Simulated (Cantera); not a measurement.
Feed: 1 mol Cu2O, 19 mol CO, equilibrated at 2400 K and 0.150 bar.

Equilibrium computed with Cantera from the NASA thermochemical tables; the gas is ideal and each condensed phase is pure. Candidate condensed phases: C, Cu, CuO, Cu2O; 15 gas species. Kinetics and transport are ignored.

Base state: CO 0.857, Cu 0.0949, CO2 0.0475, Cu2 0.000180, O 6.80e-5 (mole fractions); condensed: gas only.

Question: What changes in the equilibrium state with this change: pressure from 0.150 bar to 1.00 bar?

Answer: 
```json
[
 {"species": "CO", "before": "0.857", "after": "0.858"},
 {"species": "Cu", "before": "0.0949", "after": "0.0930"},
 {"species": "CO2", "before": "0.0475", "after": "0.0477"},
 {"species": "Cu2", "before": "0.000180", "after": "0.00116"},
 {"species": "O", "before": "6.80e-5", "after": "1.02e-5"}
]
```

Question: What changes in the equilibrium state with this change: Cu2O replaced by Ta2O5?

Answer: 
```json
[
 {"species": "CO", "before": "0.857", "after": "0.997"},
 {"species": "TaO2", "before": "0", "after": "0.00138"},
 {"species": "CO2", "before": "0.0475", "after": "0.00114"},
 {"species": "Cu", "before": "0.0949", "after": "0"},
 {"species": "TaO", "before": "0", "after": "0.000300"},
 {"species": "Cu2", "before": "0.000180", "after": "0"},
 {"species": "O", "before": "6.80e-5", "after": "1.40e-6"},
 {"species": "Ta2O5(l), mol", "before": "0", "after": "0.984"}
]
```
Further candidate phases: Ta, TaC, Ta2O5.
